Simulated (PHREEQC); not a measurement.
A solution holds 12 mmol/kgw NaHSO4, at 25 °C. Closed to the air; pH follows from the charge balance.

The numbers come from PHREEQC with the ion-association model, wateq4f.dat.

Each row changes one thing in this solution. No solid was allowed to form.

| case | pH | ionic strength (mol/kgw) | SO4-2 (mol/kgw) | HSO4- (mol/kgw) | NaSO4- (mol/kgw) | SI of Mirabilite (Na2SO4:10H2O) |
|---|---|---|---|---|---|---|
| as made | 2.13 | 0.0282 | 0.00811 | 0.00364 | 0.000255 | -5.25 |
| NaHSO4 from 0.012 to 0.0132 mol/kgw | 2.10 | 0.0307 | 0.00874 | 0.00416 | 0.000296 | -5.14 |
| NaHSO4 from 0.012 to 0.06 mol/kgw | 1.61 | 0.114 | 0.0272 | 0.0301 | 0.00276 | -3.62 |
| temperature from 25 to 35 °C | 2.16 | 0.0273 | 0.00767 | 0.00408 | 0.000256 | -5.72 |
| 0.00032 mol/kgw Ca(HCO3)2 added | 2.16 | 0.0285 | 0.00818 | 0.00346 | 0.000257 | -5.24 |
